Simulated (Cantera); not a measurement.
**Thermodynamics of carbothermic reduction, feed Cu2O + CO + N2**

Input: 1 mol Cu2O, 16 mol CO, 0.43 mol N2, equilibrated at 2375 K.

Equilibrium computed with Cantera from the NASA thermochemical tables; the gas is ideal and each condensed phase is pure. Candidate condensed phases: C, Cu, CuO, Cu2O; 27 gas species. Equilibrium is a limit: real reactors are often held back by kinetics, nucleation or transport.

From 0.000100 bar to 0.220 bar nothing is condensed. From 1.50 bar to 10.0 bar the condensed part is Cu(l). The main Cu-bearing gas is Cu throughout.

```json
[
 {"P (Pa)": "10", "x CO": "0.822", "x Cu": "0.105", "x CO2": "0.0182", "x O": "0.0307", "x N2": "0.0224", "x O2": "0.00165", "x Cu2": "1.64e-7", "x NO": "0.000273", "n Cu(l)": "0"},
 {"P (Pa)": "68", "x CO": "0.817", "x Cu": "0.107", "x CO2": "0.0407", "x O": "0.0102", "x N2": "0.0229", "x O2": "0.00123", "x Cu2": "1.16e-6", "x NO": "0.000238", "n Cu(l)": "0"},
 {"P (Pa)": "460", "x CO": "0.815", "x Cu": "0.108", "x CO2": "0.0515", "x O": "0.00191", "x N2": "0.0232", "x O2": "0.000293", "x Cu2": "8.00e-6", "x NO": "0.000117", "n Cu(l)": "0"},
 {"P (Pa)": "3200", "x CO": "0.814", "x Cu": "0.108", "x CO2": "0.0538", "x O": "0.000287", "x N2": "0.0233", "x O2": "4.59e-5", "x Cu2": "5.57e-5", "x NO": "4.64e-5", "n Cu(l)": "0"},
 {"P (Pa)": "22000", "x CO": "0.814", "x Cu": "0.108", "x CO2": "0.0542", "x O": "4.21e-5", "x N2": "0.0233", "x O2": "6.78e-6", "x Cu2": "0.000379", "x NO": "1.78e-5", "n Cu(l)": "0"},
 {"P (Pa)": "150000", "x CO": "0.864", "x Cu": "0.0531", "x CO2": "0.0576", "x O": "6.18e-6", "x N2": "0.0248", "x O2": "9.96e-7", "x Cu2": "0.000626", "x NO": "7.05e-6", "n Cu(l)": "1.06"},
 {"P (Pa)": "1000000", "x CO": "0.906", "x Cu": "0.00796", "x CO2": "0.0604", "x O": "9.27e-7", "x N2": "0.0260", "x O2": "1.50e-7", "x Cu2": "9.40e-5", "x NO": "2.79e-6", "n Cu(l)": "1.87"}
]
```
x: gas mole fraction; n: condensed amount in mol.
